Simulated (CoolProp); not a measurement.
Vapour-liquid equilibrium of R143a (1) + isobutane (2) at 953 kPa; x and y are mole fractions of (1).

Computed with CoolProp (multi-fluid Helmholtz-energy mixture model, Lemmon and Jacobsen 2000 and Bücker 2006; pair parameters Bell 2016).

Give the bubble temperature and the first vapour's composition at x = 0.2, 0.5, 0.8. Is there an azeotrope?

x = 0.2: 34.9 °C, y = 0.537; x = 0.5: 21.9 °C, y = 0.737; x = 0.8: 16.5 °C, y = 0.865. No azeotrope shows between x = 0.05 and 0.95.

The pair parameters rest on a limited set of measurements; away from them the model extrapolates.
